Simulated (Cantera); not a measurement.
Standard-state values (1 bar) from the NASA 1993 polynomials, evaluated with Cantera. Values are per mole of reaction as written; species without (g) are pure solids or liquids, kept so even where they would boil at 1 bar.

### Question
Between 300 and 1023 K, where is each reaction favourable under standard conditions?
- 2 F₂(g) + PbS → Pb(g) + SF₄(g)
- PbS(g) → Pb(g) + S
- SF₄(g) + PbF₂ → 6 F(g) + PbS(g)

### Answer
- 2 F₂(g) + PbS → Pb(g) + SF₄(g): ΔG° is -463 kJ at 300 K and -443 kJ at 1023 K; it stays negative (K > 1). ΔH° is -474 kJ and ΔS° -30 J/K at 1023 K.
- PbS(g) → Pb(g) + S: ΔG° is 77 kJ at 300 K and 96 kJ at 1023 K; it stays positive (K < 1). ΔH° is 78 kJ and ΔS° -18 J/K at 1023 K.
- SF₄(g) + PbF₂ → 6 F(g) + PbS(g): ΔG° is 1811 kJ at 300 K and 1244 kJ at 1023 K; it stays positive (K < 1). ΔH° is 2028 kJ and ΔS° 767 J/K at 1023 K.
